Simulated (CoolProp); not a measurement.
Propylene along the isotherm 371.5 K: fugacity coefficient from the reference equation and from simpler models built on Tc = 364.2 K, pc = 45.55 bar, ω = 0.146; each cubic takes its own stable root.

Computed with CoolProp (reference Helmholtz-energy equation of state, Lemmon 2013).

```csv
p (bar),phase,reference,van der Waals,Redlich-Kwong,Soave-Redlich-Kwong,Peng-Robinson
0.216,gas,0.9985,0.9987,0.9985,0.9985,0.9983
0.384,gas,0.9973,0.9976,0.9973,0.9973,0.9970
0.683,gas,0.9952,0.9958,0.9952,0.9952,0.9946
1.22,gas,0.9914,0.9924,0.9914,0.9914,0.9904
2.16,gas,0.9847,0.9866,0.9848,0.9849,0.9831
3.84,gas,0.9729,0.9762,0.9730,0.9732,0.9701
6.83,gas,0.9520,0.9577,0.9522,0.9524,0.9471
12.2,gas,0.9149,0.9247,0.9152,0.9156,0.9066
21.6,gas,0.8508,0.8669,0.8514,0.8522,0.8375
38.4,gas,0.7372,0.7617,0.7386,0.7401,0.7184
68.3,supercritical,0.5201,0.5526,0.5282,0.5319,0.5084
```
